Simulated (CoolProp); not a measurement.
Aqueous potassium acetate as a coolant, 44 % by mass, freezing at -50.2 °C, 1 atm.

Model: Melinder's fits for secondary coolants, in CoolProp.

```csv
T (°C),density (kg/m³),cp (kJ/(kg K)),Prandtl number,conductivity (W/(m K))
-4.8,1251,___,___,___
0.3,1249,___,___,0.439
5.3,1246,___,41.3,0.444
10.4,1244,2.831,34.4,0.449
15.4,1241,2.844,29.2,0.454
20.5,1239,2.857,25.0,0.459
25.5,1236,2.870,21.7,0.464
30.6,1234,2.883,___,0.469
35.6,1231,2.896,16.7,0.475
```

What belongs in the gaps?


- -4.8, cp (kJ/(kg K)): 2.793
- -4.8, Prandtl number: 63.0
- -4.8, conductivity (W/(m K)): 0.433
- 0.3, cp (kJ/(kg K)): 2.806
- 0.3, Prandtl number: 50.4
- 5.3, cp (kJ/(kg K)): 2.818
- 30.6, Prandtl number: 19.0
